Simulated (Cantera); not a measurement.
**Equilibrium for carbon deposition, reforming and gasification: CH3OH + H2O**

A closed system holds: 1 mol CH3OH, 2.3 mol H2O, held at 7.20 mbar.

Equilibrium computed with Cantera from the NASA thermochemical tables; the gas is ideal and each condensed phase is pure. Candidate condensed phases: C, C6H6, C7H8, C8H18, H2O; 110 gas species. Equilibrium is a limit: real reactors are often held back by kinetics, nucleation or transport.

From 1500 K to 2800 K nothing is condensed. The main C-bearing gas is CO throughout.

```tsv
T (K)	x H2	x H	x H2O	x CO	x O	x OH	x CO2	x O2
1500	0.426	0.000135	0.385	0.140	9.63e-10	3.49e-6	0.0488	4.06e-10
1600	0.421	0.000416	0.389	0.144	1.23e-8	1.51e-5	0.0444	5.22e-9
1700	0.417	0.00112	0.393	0.148	1.17e-7	5.46e-5	0.0407	4.97e-8
1800	0.413	0.00271	0.395	0.151	8.71e-7	0.000171	0.0377	3.69e-7
1900	0.409	0.00598	0.397	0.153	5.24e-6	0.000477	0.0353	2.22e-6
2000	0.403	0.0122	0.397	0.154	2.64e-5	0.00120	0.0332	1.12e-5
2100	0.394	0.0230	0.394	0.155	0.000114	0.00274	0.0314	4.88e-5
2200	0.381	0.0410	0.387	0.154	0.000435	0.00581	0.0297	0.000186
2300	0.363	0.0688	0.374	0.153	0.00147	0.0114	0.0280	0.000631
2400	0.340	0.109	0.348	0.149	0.00443	0.0206	0.0259	0.00188
2500	0.312	0.165	0.306	0.144	0.0117	0.0336	0.0228	0.00473
2600	0.279	0.239	0.243	0.136	0.0268	0.0483	0.0184	0.00953
2700	0.239	0.328	0.168	0.126	0.0515	0.0590	0.0132	0.0146
2800	0.193	0.423	0.0982	0.116	0.0837	0.0606	0.00845	0.0171
```
x: gas mole fraction; nothing condenses.
